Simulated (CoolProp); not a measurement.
Vapour-liquid equilibrium of toluene (1) + n-nonane (2) at 0.26 MPa; x and y are mole fractions of (1).

Model: multi-fluid Helmholtz-energy mixture model, Lemmon 2006 and Lemmon 2006; pair parameters Bell 2016, in CoolProp.

| x | bubble temperature (K) | y at the bubble point | dew temperature at overall composition x (K) | liquid density (mol/L) |
|---|---|---|---|---|
| 0.05 | (withheld) | 0.118 | 461.9 | 4.572 |
| 0.2 | 449.3 | 0.393 | 456.7 | 4.965 |
| 0.35 | (withheld) | 0.580 | 451.1 | 5.391 |
| 0.5 | 434.8 | 0.712 | 444.8 | 5.865 |
| 0.65 | 429.7 | (withheld) | 437.9 | (withheld) |
| 0.8 | 425.5 | 0.896 | 430.3 | 7.023 |
| 0.95 | (withheld) | 0.974 | 422.9 | 7.755 |

Q: Fill in the missing entries.

A: 
- 0.05, bubble temperature (K): 459.6
- 0.35, bubble temperature (K): 441.2
- 0.65, y at the bubble point: 0.812
- 0.65, liquid density (mol/L): 6.402
- 0.95, bubble temperature (K): 421.8

No azeotrope shows between x = 0.05 and 0.95.

The pair parameters rest on a limited set of measurements; away from them the model extrapolates.
